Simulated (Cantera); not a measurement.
Charge: 1 mol PbO, 20 mol CO, equilibrated at 2250 K and 940000 Pa.

Equilibrium computed with Cantera from the NASA thermochemical tables; the gas is ideal and each condensed phase is pure. Candidate condensed phases: C, Pb, PbO, PbO2, Pb3O4; 15 gas species. Gases not in the tables: (PbO)n polymers. The numbers say what is thermodynamically allowed, not how fast it happens.

### Question
What is the equilibrium state?

### Answer
| Quantity | Result |
|---|---|
| x(CO) | 0.905 |
| x(CO2) | 0.0475 |
| x(Pb) | 0.0474 |
| x(PbO) | 0.000139 |
| x(Pb2) | 6.61e-5 |
| gas amount | 21.00 mol |
| log10 activity of Pb(l) (absent) | -0.82 |
| log10 activity of C(graphite) (absent) | -2.84 |
